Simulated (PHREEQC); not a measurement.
Make-up at 25 °C: 0.43 mmol/kgw PbCl2, 33 mmol/kgw HNO3 and 0.082 mmol/kgw Cu(NO3)2. Closed to the air; pH follows from the charge balance.

The numbers come from PHREEQC with the ion-association model, phreeqc.dat.

| quantity | before | after |
|---|---|---|
| pH | 1.54 | 1.55 |
| ionic strength (mol/kgw) | 0.0344 | 0.0438 |
| Pb+2 (mol/kgw) | 0.000341 | 0.00313 |
| PbNO3+ (mol/kgw) | 8.30e-5 | 0.000697 |
| PbCl+ (mol/kgw) | 5.81e-6 | 0.000473 |
| PbCl2 (mol/kgw) | 5.51e-9 | 4.11e-6 |
| SI of Pb(OH)2 (Pb(OH)2) | -8.83 | -7.89 |

Question: Which change was made?
A. temperature from 25 to 70 °C
B. PbCl2 from 0.00043 to 0.0043 mol/kgw
C. HNO3 replaced by Al(NO3)3 at the same molality
D. 0.0074 mol/kgw H2SO4 added
E. Cu(NO3)2 replaced by Ca(NO3)2 at the same molality

Answer: B, PbCl2 from 0.00043 to 0.0043 mol/kgw

This is a speciation only: nothing precipitates in the calculation.
